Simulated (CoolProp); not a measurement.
Benzene at 298.15 K and 0.246 MPa flows at 12 m/s in a round tube of 50 mm bore and 0.25 µm roughness, fully developed (64/Re and Nu = 3.66 if laminar; Colebrook and Gnielinski if turbulent). Each further row changes one setting.

Values from CoolProp's reference Helmholtz-energy equation of state, Thol 2012.

| case | Reynolds number | Darcy friction factor | pressure drop (Pa/m) | heat-transfer coefficient (W/(m² K)) | mass flow (kg/h) |
|---|---|---|---|---|---|
| as stated | 869000 | 0.0120 | 15100 | 11500 | 74100 |
| velocity 24 m/s | 1740000 | 0.0108 | 54200 | 21200 | 148000 |
| diameter 100 mm | 1740000 | 0.0107 | 6730 | 10600 | 296000 |

Viscosity comes from a separate model (Avgeri 2014). Thermal conductivity comes from a separate model (Assael 2012).
